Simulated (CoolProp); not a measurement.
Vapour-liquid equilibrium of cyclopropane (1) + R134a (2) at 4.6 bar; x and y are mole fractions of (1).

The numbers come from the multi-fluid Helmholtz-energy mixture model, Polt 1992 and Tillner-Roth 1994; pair parameters Bell 2016 in CoolProp. This equation is an older, rougher fit; its heat capacities, sound speeds and derivatives of the liquid may be far off and weren't checked against measurements.

```
x      bubble temperature, mixture model (K)  bubble temperature, Raoult's law (K)  y, mixture model  y, Raoult's law
-----  -------------------------------------  ------------------------------------  ----------------  ---------------
0.05                                   283.1                                 286.1             0.131            0.056
0.125                                  279.6                                 285.8             0.272            0.139
0.2                                    277.3                                 285.5             0.367            0.220
0.275                                  275.8                                 285.2             0.433            0.300
0.35                                   274.8                                 284.9             0.481            0.379
0.425                                  274.2                                 284.6             0.518            0.456
0.5                                    273.9                                 284.3             0.549            0.532
0.575                                  273.8                                 284.0             0.577            0.606
0.65                                   273.9                                 283.7             0.607            0.679
0.725                                  274.2                                 283.4             0.642            0.750
0.8                                    275.0                                 283.1             0.689            0.820
0.875                                  276.4                                 282.8             0.759            0.889
0.95                                   279.2                                 282.5             0.874            0.956
```

The largest gap from Raoult's law is -10.4 K in bubble temperature, at x = 0.5. y crosses x between x = 0.575 and 0.65: the model has an azeotrope there.

The pair parameters rest on a limited set of measurements; away from them the model extrapolates.
